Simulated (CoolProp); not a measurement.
Values from CoolProp's reference Helmholtz-energy equation of state, Span 2003. It is a short technical equation, of lower accuracy than the large ones.

Task: For n-heptane, give the phase and the cp (kJ/(kg K)), cv (kJ/(kg K)), speed of sound (m/s), Joule-Thomson coefficient (K/MPa) at 451.4 K and 317 kPa; 464.5 K and 310 kPa.

Result: 
- 451.4 K and 317 kPa: gas; cp 2.40, cv 2.27, speed of sound 182, Joule-Thomson coefficient 16.4
- 464.5 K and 310 kPa: gas; cp 2.44, cv 2.32, speed of sound 186, Joule-Thomson coefficient 14.5
